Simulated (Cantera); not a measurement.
A Cantera script and its output.

```python
import numpy as np
import cantera as ct

gas = ct.Solution("gri30.yaml")
gas.TPX = 575, 100000, {'CH4': 1, 'O2': 2.7, 'N2': 10.2}
inlet = ct.Reservoir(gas, clone=True)
gas.equilibrate("HP")  # start burning
reactor = ct.IdealGasConstPressureReactor(gas, energy="on", clone=False)
exhaust = ct.Reservoir(gas, clone=True)
tau = [0.064, 0.03, 0.014, 0.0066, 0.0031, 0.0014, 0.00068, 0.00032, 0.00015, 6.9e-05, 3.3e-05, 1.5e-05, 7.1e-06][0]
for a, b in ((inlet, reactor), (reactor, exhaust)):
    ct.MassFlowController(a, b, mdot=lambda t: reactor.mass / tau)
net = ct.ReactorNet([reactor])
show = ['CH4', 'O2', 'CH2', 'C2H6', 'NO2', 'CH3']

rows = []
print(f"{'tau/s':>10s}{'T/K':>9s}" + "".join(f"{s:>11s}" for s in show))
for tau in [0.064, 0.03, 0.014, 0.0066, 0.0031, 0.0014, 0.00068, 0.00032, 0.00015, 6.9e-05, 3.3e-05, 1.5e-05, 7.1e-06]:
    net.initial_time = 0.0
    net.advance(30 * tau)
    before = gas.X
    net.advance(40 * tau)
    drift = np.max(np.abs(gas.X - before) / (gas.X + 1e-9))
    rows.append([gas.T, *gas[show].X, drift])
    print(f"{tau:10.3e}{gas.T:9.1f}" + "".join(f"{x:11.3e}" for x in gas[show].X))
```

Result:

```
     tau/s      T/K        CH4         O2        CH2       C2H6        NO2        CH3
 6.400e-02   2091.2  5.550e-06  5.008e-02  9.651e-08  8.524e-12  2.756e-07  2.013e-06
 3.000e-02   2083.4  9.982e-06  5.032e-02  1.853e-07  2.474e-11  1.685e-07  3.528e-06
 1.400e-02   2069.9  1.717e-05  5.066e-02  3.380e-07  6.245e-11  1.041e-07  5.813e-06
 6.600e-03   2049.3  2.862e-05  5.122e-02  5.781e-07  1.428e-10  6.344e-08  9.134e-06
 3.100e-03   2019.5  4.791e-05  5.206e-02  9.409e-07  3.234e-10  3.777e-08  1.419e-05
 1.400e-03   1977.1  8.448e-05  5.338e-02  1.501e-06  8.102e-10  2.209e-08  2.278e-05
 6.800e-04   1928.4  1.475e-04  5.507e-02  2.241e-06  2.094e-09  1.401e-08  3.607e-05
 3.200e-04   1866.9  2.829e-04  5.765e-02  3.436e-06  6.880e-09  8.907e-09  6.152e-05
 1.500e-04   1792.9  6.159e-04  6.196e-02  5.649e-06  3.266e-08  5.499e-09  1.165e-04
 6.900e-05   1682.3  2.033e-03  7.270e-02  1.235e-05  5.419e-07  2.963e-09  3.171e-04
 3.300e-05    575.0  7.194e-02  1.942e-01 -1.787e-32 -3.369e-18 -1.331e-21 -1.219e-19
 1.500e-05    575.0  7.194e-02  1.942e-01 -7.029e-36 -5.988e-21 -2.365e-24  1.270e-19
 7.100e-06    575.0  7.194e-02  1.942e-01 -6.391e-36 -3.783e-22 -1.494e-25  6.453e-20
```

Computed with Cantera and GRI-Mech 3.0 (53 species, 325 reactions).
